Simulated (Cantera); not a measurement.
Mixture: H₂ : O₂ : N₂ : H₂O = 1 : 0.238 : 0.895 : 0.14 (molar parts), equivalence ratio 2.1, at 1.01 bar, adiabatic and at constant volume. Ignition delay is the time to a rise of 400 K.

Cantera simulation using GRI-Mech 3.0 (53 species, 325 reactions); the numbers are that mechanism's predictions, not measurements. Where the delays flatten at high temperature, the 400 K rule measures the pace of heat release, not the induction time.

Question: Predict: delay at 1025 K; delay at 1175 K; delay at 1325 K; delay at 1475 K; delay at 1625 K.

Answer: 
- delay at 1025 K = 0.584 ms
- delay at 1175 K = 67.0 µs
- delay at 1325 K = 30.3 µs
- delay at 1475 K = 18.5 µs
- delay at 1625 K = 14.1 µs
